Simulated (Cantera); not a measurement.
# Equilibrium for silicon etching in halogen gases: Si + HCl

A closed system holds: 1 mol Si, 3.8 mol HCl, held at 1198 K and 750 Torr.

These are equilibrium values from Cantera (NASA tables, ideal gas, pure condensed phases), not measurements of a reactor. Candidate condensed phases: Si; 19 gas species. The tables' values for SiCl₃ are old estimates; treat these amounts as uncertain. The numbers say what is thermodynamically allowed, not how fast it happens.

```json
{
 "x(H₂)": "0.600",
 "x(SiCl₄)": "0.244",
 "x(SiHCl₃)": "0.0806",
 "x(HCl)": "0.0489",
 "x(SiCl₃)": "0.0151",
 "x(SiCl₂)": "0.00822",
 "x(SiH₂Cl₂)": "0.00348",
 "x(SiH₃Cl)": "4.10e-5",
 "gas_amount": "2.845 mol",
 "log10 activity of Si(s) (absent)": "-0.06"
}
```
